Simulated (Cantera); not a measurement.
Cantera run:

```python
import numpy as np
import cantera as ct

gas_names = """
    H HNO HNO2 HNO3 HO2 H2 H2O H2O2 N NH NH2 NH3 NH2OH NO NO2 NO3 N2 N2H2 N2H4 N2O O OH O2 O3 Si SiH
    SiH2 SiH3 SiH4 SiN SiO SiO2 Si2 Si2N Si3
""".split()
cond_names = """
    H2O(s) H2O(L) Si(cr) Si(L) SiO2(Lqz) SiO2(hqz) SiO2(L) Si2N2O(s) Si3N4(a)
""".split()


def load(file, names, dense=False):
    # The tables refer to 1 bar. Condensed volumes are neglected.
    table = {s.name: s for s in ct.Species.list_from_file(file)}
    out = []
    for n in names:
        d = dict(table[n].input_data)
        d["thermo"] = dict(d["thermo"], **{"reference-pressure": 1e5})
        if dense:
            d["equation-of-state"] = {"model": "constant-volume", "density": "1e6 g/cm^3"}
        out.append(ct.Species.from_dict(d))
    return out


gas = ct.Solution(thermo="ideal-gas", species=load("nasa_gas.yaml", gas_names))
cond = {s.name: ct.Solution(thermo="fixed-stoichiometry", species=[s], name=s.name)
        for s in load("nasa_condensed.yaml", cond_names, dense=True)}
atoms = {
    'Si3N4': {'Si': 3, 'N': 4},
    'H2O': {'H': 2, 'O': 1},
}
top_T = {'Si2N2O(s)': 2100, 'Si3N4(a)': 2400}  # K; cautious upper limits of use, not melting points


def equilibrate(T, P, feed):
    n = {}
    for name, mol in feed.items():
        for a, k in atoms[name].items():
            n[a] = n.get(a, 0.0) + k * mol
    gas.TPX = T, P, n
    mass = sum(n.values()) * gas.mean_molecular_weight
    gas.equilibrate("TP")
    valid = [c for c in cond.values() if c.min_temp <= T <= top_T.get(c.name, c.max_temp)]
    mix = ct.Mixture([(gas, mass / gas.mean_molecular_weight)] + [(c, 0.0) for c in valid])
    mix.T, mix.P = T, P
    mix.equilibrate("TP", solver="vcs", rtol=1e-11, max_steps=5000)
    return mix


results = []
feed = {'Si3N4': 1, 'H2O': 21}  # mol
T = 1600  # K
P = 133.322  # Pa
mix = equilibrate(T, P, feed)
results.append((T, P, feed, dict(zip(mix.species_names, mix.species_moles))))
x = sorted(zip(gas.X, gas.species_names), reverse=True)
print(f"T = {T:g} K  P = {P:g} Pa  gas = {mix.phase_moles(0):.4g} mol")
print("   x: " + "  ".join(f"{s} {v:.3e}" for v, s in x if v > 0.0001))
print("   condensed (mol): " + ("  ".join(f"{mix.phase(i).name} {mix.phase_moles(i):.4g}"
      for i in range(1, mix.n_phases) if mix.phase_moles(i) > 1e-12) or "none"))
```

Result:

```
T = 1600 K  P = 133.322 Pa  gas = 23.01 mol
   x: H2O 6.518e-01  H2 2.604e-01  N2 8.692e-02  H 7.598e-04
   condensed (mol): SiO2(hqz) 3
```

Method: chemical equilibrium by Gibbs-energy minimisation in Cantera with the NASA 1993 tables (ideal gas, pure condensed phases). The tables hold silica as quartz up to 1696 K and as liquid above; real silica turns to tridymite and cristobalite and melts near 1996 K.
